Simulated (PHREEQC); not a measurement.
Make-up at 20 °C: 18 mmol/kgw CuSO4, 47 mmol/kgw HCl and 0.82 mmol/kgw H3BO3. Closed to the air; pH follows from the charge balance.

Model: ion-association model, wateq4f.dat, run in PHREEQC.

No solid was allowed to form.

### Question
Order these S species by the share of S that they hold, largest first: CuSO4, HSO4-, SO4-2.

### Answer
HSO4- (49 %), SO4-2 (35 %), CuSO4 (16 %)

The pH is 1.50 and the ionic strength 0.0887 mol/kgw.
